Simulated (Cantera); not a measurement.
A freely propagating, adiabatic, planar premixed flame of H2 : O2 : N2 = 1 : 0.649 : 2.44 (molar parts), equivalence ratio 0.77, unburnt at 475 K and 1.58 atm; mixture-averaged transport, grid criteria slope 0.08 and curve 0.16, no radiation.

Detailed kinetics in Cantera: the H2/O2 subset of GRI-Mech 3.0, which has no nitrogen chemistry. Burning velocities carry a grid error of a few per cent, more on coarse grids.

**Question.** How do the results move with these cheaper or finer settings: unity-Lewis-number transport; multicomponent transport; multicomponent+Soret transport; grid criteria slope 0.5, curve 1; grid criteria slope 0.25, curve 0.5; grid criteria slope 0.03, curve 0.06?

**Answer.** 
```
setting                               laminar burning velocity  thermal thickness  peak x(H)  peak x(OH)  grid points
------------------------------------  ------------------------  -----------------  ---------  ----------  -----------
as above                                              353 cm/s           0.221 mm     0.0250      0.0144          108
unity-Lewis-number transport                          283 cm/s           0.172 mm     0.0345      0.0153          110
multicomponent transport                              348 cm/s           0.219 mm     0.0249      0.0144          108
multicomponent+Soret transport                        318 cm/s           0.216 mm     0.0230      0.0141          108
grid criteria slope 0.5, curve 1                      418 cm/s           0.273 mm     0.0275      0.0143           41
grid criteria slope 0.25, curve 0.5                   364 cm/s           0.234 mm     0.0256      0.0143           50
grid criteria slope 0.03, curve 0.06                  347 cm/s           0.216 mm     0.0249      0.0145          254
```
Unity Lewis numbers drop preferential diffusion, which matters most where H2 and H carry the flame; Soret adds thermal diffusion.
